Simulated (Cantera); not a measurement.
Input (Python, Cantera) and output of one run.

```python
import numpy as np
import cantera as ct

gas_names = [...]  # 113 gases of nasa_gas.yaml made of C, H, O, Ta
cond_names = """
    C(gr) C6H6(L) C7H8(L) C8H18(L),n-octa H2O(s) H2O(L) Ta(cr) Ta(L) TaC(s) TaC(L) Ta2O5(s) Ta2O5(L)
""".split()


# ... load() reads the species with a 1 bar reference pressure and builds the phases ...
atoms = {
    'Ta2O5': {'Ta': 2, 'O': 5},
    'CH4': {'C': 1, 'H': 4},
    'H2': {'H': 2},
}
top_T = {'C(gr)': 4500}  # K; cautious upper limits of use, not melting points


# ... equilibrate(T, P, feed) seeds the gas with the atoms and calls Mixture.equilibrate('TP', solver="vcs", rtol=1e-11, max_steps=5000) ...
results = []
P = 130  # Pa
for T in [1823, 1923, 2023, 2123, 2223, 2323, 2423, 2523, 2623]:
    for m in [0.52, 0.64, 0.79, 0.98, 1.2, 1.5, 1.8, 2.3]:
        feed = {'Ta2O5': 1, 'CH4': m, 'H2': 1.1}  # mol
        mix = equilibrate(T, P, feed)
        results.append((T, P, feed, dict(zip(mix.species_names, mix.species_moles))))

for T, P, feed, n in results:
    print(f"{T:7g} {feed['CH4']:10.4g}  " + (" + ".join(c for c in cond_names if n.get(c, 0) > 1e-12) or "gas only"))
```

It prints:

```
   1823       0.52  Ta(cr) + Ta2O5(s)
   1823       0.64  Ta(cr) + Ta2O5(s)
   1823       0.79  Ta(cr) + TaC(s) + Ta2O5(s)
   1823       0.98  Ta(cr) + TaC(s) + Ta2O5(s)
   1823        1.2  Ta(cr) + TaC(s) + Ta2O5(s)
   1823        1.5  Ta(cr) + TaC(s) + Ta2O5(s)
   1823        1.8  Ta(cr) + TaC(s) + Ta2O5(s)
   1823        2.3  Ta(cr) + TaC(s) + Ta2O5(s)
   1923       0.52  Ta(cr) + Ta2O5(s)
   1923       0.64  Ta(cr) + Ta2O5(s)
   1923       0.79  Ta(cr) + Ta2O5(s)
   1923       0.98  Ta(cr) + Ta2O5(s)
   1923        1.2  Ta(cr) + Ta2O5(s)
   1923        1.5  Ta(cr) + Ta2O5(s)
   1923        1.8  Ta(cr) + Ta2O5(s)
   1923        2.3  Ta(cr) + Ta2O5(s)
   2023       0.52  Ta(cr) + Ta2O5(s)
   2023       0.64  Ta(cr) + Ta2O5(s)
   2023       0.79  Ta(cr) + Ta2O5(s)
   2023       0.98  Ta(cr) + Ta2O5(s)
   2023        1.2  Ta(cr) + Ta2O5(s)
   2023        1.5  Ta(cr) + Ta2O5(s)
   2023        1.8  Ta(cr) + Ta2O5(s)
   2023        2.3  Ta(cr) + Ta2O5(s)
   2123       0.52  Ta(cr) + Ta2O5(L)
   2123       0.64  Ta(cr) + Ta2O5(L)
   2123       0.79  Ta(cr) + Ta2O5(L)
   2123       0.98  Ta(cr) + Ta2O5(L)
   2123        1.2  Ta(cr) + Ta2O5(L)
   2123        1.5  Ta(cr) + Ta2O5(L)
   2123        1.8  Ta(cr) + Ta2O5(L)
   2123        2.3  Ta(cr) + Ta2O5(L)
   2223       0.52  Ta(cr) + Ta2O5(L)
   2223       0.64  Ta(cr) + Ta2O5(L)
   2223       0.79  Ta(cr) + Ta2O5(L)
   2223       0.98  Ta(cr) + Ta2O5(L)
   2223        1.2  Ta(cr) + Ta2O5(L)
   2223        1.5  Ta(cr) + Ta2O5(L)
   2223        1.8  Ta(cr) + Ta2O5(L)
   2223        2.3  Ta(cr) + Ta2O5(L)
   2323       0.52  Ta(cr) + Ta2O5(L)
   2323       0.64  Ta(cr) + Ta2O5(L)
   2323       0.79  Ta(cr) + Ta2O5(L)
   2323       0.98  Ta(cr) + Ta2O5(L)
   2323        1.2  Ta(cr) + Ta2O5(L)
   2323        1.5  Ta(cr) + Ta2O5(L)
   2323        1.8  Ta(cr) + Ta2O5(L)
   2323        2.3  Ta(cr) + Ta2O5(L)
   2423       0.52  Ta2O5(L)
   2423       0.64  Ta2O5(L)
   2423       0.79  Ta2O5(L)
   2423       0.98  Ta2O5(L)
   2423        1.2  Ta2O5(L)
   2423        1.5  Ta(cr)
   2423        1.8  Ta(cr)
   2423        2.3  Ta(cr)
   2523       0.52  Ta2O5(L)
   2523       0.64  Ta2O5(L)
   2523       0.79  Ta2O5(L)
   2523       0.98  gas only
   2523        1.2  gas only
   2523        1.5  gas only
   2523        1.8  Ta(cr)
   2523        2.3  Ta(cr)
   2623       0.52  gas only
   2623       0.64  gas only
   2623       0.79  gas only
   2623       0.98  gas only
   2623        1.2  gas only
   2623        1.5  gas only
   2623        1.8  gas only
   2623        2.3  Ta(cr)
```

Method: chemical equilibrium by Gibbs-energy minimisation in Cantera with the NASA 1993 tables (ideal gas, pure condensed phases). Mutual solubility and eutectic melting of coexisting phases are not modelled. TaC: taken at fixed stoichiometry. Condensed phases not in the tables: Ta2C, N, O or C dissolved in the metal.
